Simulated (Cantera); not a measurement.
Charge: 1 mol SiO2, 1.4 mol C, 6.4 mol N2, at 2525 K.

These are equilibrium values from Cantera (NASA tables, ideal gas, pure condensed phases), not measurements of a reactor. Candidate condensed phases: C, Si, SiC, SiO2, Si2N2O, Si3N4; 34 gas species. The tables' values for SiN are old estimates; treat these amounts as uncertain. Kinetics and transport are ignored.

x: gas mole fraction; n: condensed amount in mol.

| P (Pa) | x N2 | x CO | x SiO | x Si | x Si2C | n Si(l) |
|---|---|---|---|---|---|---|
| 10 | 0.727 | 0.159 | 0.0682 | 0.0454 | ? | 0 |
| 36 | 0.727 | 0.159 | 0.0682 | 0.0454 | ? | 0 |
| 130 | 0.727 | 0.159 | 0.0682 | 0.0453 | ? | 0 |
| 460 | 0.727 | 0.159 | 0.0682 | 0.0451 | ? | 0 |
| 1700 | 0.728 | 0.159 | 0.0684 | 0.0442 | ? | 0 |
| 6000 | 0.729 | 0.158 | 0.0696 | 0.0401 | ? | 0 |
| 22000 | 0.737 | 0.158 | 0.0731 | 0.0260 | ? | 0.0431 |
| 77000 | 0.754 | 0.164 | 0.0720 | 0.00742 | ? | 0.293 |
| 280000 | 0.760 | 0.166 | 0.0716 | 0.00204 | ? | 0.367 |
| 1000000 | 0.761 | 0.166 | 0.0715 | 0.000571 | ? | 0.389 |

**Question.** Complete the blanks.

**Answer.** 
- 10, x Si2C: 3.84e-9
- 36, x Si2C: 4.96e-8
- 130, x Si2C: 6.43e-7
- 460, x Si2C: 7.93e-6
- 1700, x Si2C: 0.000102
- 6000, x Si2C: 0.000926
- 22000, x Si2C: 0.00321
- 77000, x Si2C: 0.000968
- 280000, x Si2C: 0.000271
- 1000000, x Si2C: 7.62e-5
